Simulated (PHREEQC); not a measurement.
A solution holds 0.0067 mol CuCl2, 0.17 mol HCl and 0.0012 mol FeCl3 per kg of water, at 45 °C. It is in equilibrium with CO2 at log p = -3.4 (atm). Otherwise closed; pH follows from the charge balance.

Equilibrium calculation in PHREEQC: ion-association model, wateq4f.dat.

```yaml
pH: 0.87
ionic_strength: 0.190 mol/kgw
activity_of_water: 0.994
total_alkalinity: -172 meq/kg
```

```csv
species,molality,activity,log γ
Cl-,0.184,0.130,-0.150
H+,0.170,0.135,-0.100
Cu+2,0.00473,0.00152,-0.494
CuCl+,0.00186,0.00133,-0.146
FeCl+2,0.000814,0.000237,-0.536
Fe+3,0.000266,3.33e-5,-0.902
CuCl2,0.000109,0.000114,0.019
FeCl2+,0.000103,7.60e-5,-0.131
FeOH+2,1.64e-5,4.77e-6,-0.536
CO2,8.16e-6,8.52e-6,0.019
FeCl3,9.47e-7,9.89e-7,0.019
```

Precipitation was switched off in this run. The solution is supersaturated, for example in Hematite (slow to form), so a real one may precipitate; this is no full list. Species that the database lacks are ignored. Constants without temperature data keep their 25 °C values here.
